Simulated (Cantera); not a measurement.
Charge: 1 mol CaO, 8.9 mol HF, 2.4 mol H2, held at 128 Torr.

Cantera equilibrium calculation (NASA polynomials, part measured and part estimated; ideal gas, pure solids and liquids). Candidate condensed phases: Ca, CaF2, CaO, Ca(OH)2, H2O; 29 gas species. Equilibrium is a limit: real reactors are often held back by kinetics, nucleation or transport.

**Question.** At 1673 K, list the 5 most abundant gas species with their mole fractions, and the condensed phases.

**Answer.** HF 0.670, H2 0.233, H2O 0.0970, CaF2 0.000332, H 0.000133. Condensed: CaF2(s).
